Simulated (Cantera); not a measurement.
## Equilibrium for boron, boron nitride and boron oxide: B + H2O

Charge: 1 mol B, 0.3 mol H2O, held at 23000 Pa.

Equilibrium computed with Cantera from the NASA thermochemical tables; the gas is ideal and each condensed phase is pure. Candidate condensed phases: B, B2O3, B3O3H3, H2O; 23 gas species. Mutual solubility and eutectic melting of coexisting phases are not modelled. The tables' values for BH2 are old estimates; treat these amounts as uncertain. Equilibrium is a limit: real reactors are often held back by kinetics, nucleation or transport.

From 1673 K to 1873 K the condensed part is B(s) + B2O3(l). From 1923 K to 1973 K the condensed part is B(s). The main B-bearing gas is HBO at 1673 K and B2O2 at 1973 K. The share of B in condensed phases is highest at 1673 K (97.9 %) and lowest at 1973 K (72.3 %).

| T (K) | log p H2 | log p HBO | log p B2O2 | log p B2O3 | log p BO | log p HBO2 | log p B3O3H3 | log p H | n B(s) | n B2O3(l) |
|---|---|---|---|---|---|---|---|---|---|---|
| 1673 | -0.66 | -2.05 | -2.75 | -3.29 | -4.35 | -3.50 | -3.17 | -4.27 | 0.794 | 0.0925 |
| 1723 | -0.68 | -1.88 | -2.43 | -2.95 | -3.99 | -3.29 | -3.20 | -4.08 | 0.790 | 0.0876 |
| 1773 | -0.70 | -1.72 | -2.14 | -2.63 | -3.65 | -3.10 | -3.24 | -3.90 | 0.783 | 0.0789 |
| 1823 | -0.74 | -1.58 | -1.85 | -2.33 | -3.33 | -2.92 | -3.30 | -3.73 | 0.772 | 0.0630 |
| 1873 | -0.80 | -1.46 | -1.59 | -2.04 | -3.03 | -2.77 | -3.41 | -3.59 | 0.751 | 0.0323 |
| 1923 | -0.87 | -1.39 | -1.43 | -1.91 | -2.79 | -2.73 | -3.65 | -3.46 | 0.727 | 0 |
| 1973 | -0.87 | -1.37 | -1.41 | -1.99 | -2.63 | -2.79 | -4.00 | -3.31 | 0.723 | 0 |
log p: log10 of the partial pressure in bar; n: condensed amount in mol.
